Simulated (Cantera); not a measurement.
## CH3OH + H2 + N2 + O2 (carbon deposition, reforming and gasification)

Charge: 1 mol CH3OH, 78 mol H2, 0.36 mol N2, 0.012 mol O2, equilibrated at 100 Torr.

Equilibrium computed with Cantera from the NASA thermochemical tables; the gas is ideal and each condensed phase is pure. Candidate condensed phases: C, C6H6, C7H8, C8H18, H2O; 136 gas species. Rates play no part.

```csv
T (K),x H2,x H,x H2O,x CH4,x CO,x N2
750,0.970,<1e-12,0.0129,0.0126,3.43e-5,0.00451
950,0.978,1.51e-9,0.00466,0.00443,0.00791,0.00446
1150,0.983,2.03e-7,0.000636,0.000347,0.0119,0.00443
1350,0.983,6.47e-6,0.000315,2.17e-5,0.0123,0.00442
1550,0.983,8.55e-5,0.000296,1.73e-6,0.0123,0.00442
1750,0.982,0.000631,0.000295,2.36e-7,0.0123,0.00442
1950,0.980,0.00311,0.000294,4.88e-8,0.0123,0.00442
2150,0.972,0.0114,0.000293,1.35e-8,0.0122,0.00440
2350,0.950,0.0333,0.000288,4.50e-9,0.0121,0.00435
2550,0.903,0.0812,0.000277,1.66e-9,0.0118,0.00424
2750,0.815,0.169,0.000254,6.19e-10,0.0113,0.00405
```
x: gas mole fraction; nothing condenses.

From 750 K to 2750 K nothing is condensed. The main C-bearing gas is CH4 at 750 K and CO at 2750 K.
